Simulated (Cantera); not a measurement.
## Transport properties of process gases

Gas mixture: O2 = 0.2 (molar parts), at 0.128 Torr, frozen composition.

Cantera's kinetic-theory transport with the Lennard-Jones parameters of GRI-Mech 3.0, ideal gas; thermal conductivity in the mixture-averaged form.

| T (K) | ρ (kg/m³) | cp (J/kg/K) | μ (µPa s) | λ (mW/m/K) | Pr | D (cm²/s) OH | D (cm²/s) H2O | D (cm²/s) CH3 |
|---|---|---|---|---|---|---|---|---|
| 400 | 0.000164 | 941.4 | 25.6 | 33.9 | 0.713 | 3170 | 2380 | 2260 |
| 650 | 0.000101 | 1017 | 36.0 | 51.6 | 0.709 | 7240 | 5880 | 5220 |
| 900 | 7.27e-5 | 1074 | 44.7 | 67.6 | 0.710 | 12500 | 10500 | 9050 |
| 1150 | 5.69e-5 | 1109 | 52.5 | 82.2 | 0.708 | 18800 | 16100 | 13600 |
| 1400 | 4.67e-5 | 1134 | 59.7 | 95.7 | 0.707 | 26000 | 22500 | 18900 |
| 1650 | 3.97e-5 | 1155 | 66.4 | 108 | 0.707 | 34200 | 29800 | 24900 |
D: mixture-averaged diffusion coefficient of that species in the mixture.
